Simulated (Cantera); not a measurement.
## Ignition delay

Mixture: CH4 : H2 : O2 : N2 = 1 : 0.85 : 2.5 : 8.5 (molar parts), equivalence ratio 0.97, at 600000 Pa, adiabatic and at constant pressure. Ignition delay is the time to a rise of 400 K.

Model: GRI-Mech 3.0 (53 species, 325 reactions), integrated in Cantera.

```json
[
 {"T0 (K)": "1200", "delay (ms)": "0.276"},
 {"T0 (K)": "1275", "delay (ms)": "0.142"},
 {"T0 (K)": "1350", "delay (ms)": "0.0816"},
 {"T0 (K)": "1425", "delay (ms)": "0.0498"},
 {"T0 (K)": "1500", "delay (ms)": "0.0316"},
 {"T0 (K)": "1575", "delay (ms)": "0.0207"},
 {"T0 (K)": "1650", "delay (ms)": "0.0141"},
 {"T0 (K)": "1725", "delay (ms)": "0.00982"}
]
```

```json
{
  "apparent activation energy between 1575 and 1725 K": "110 kJ/mol"
}
```
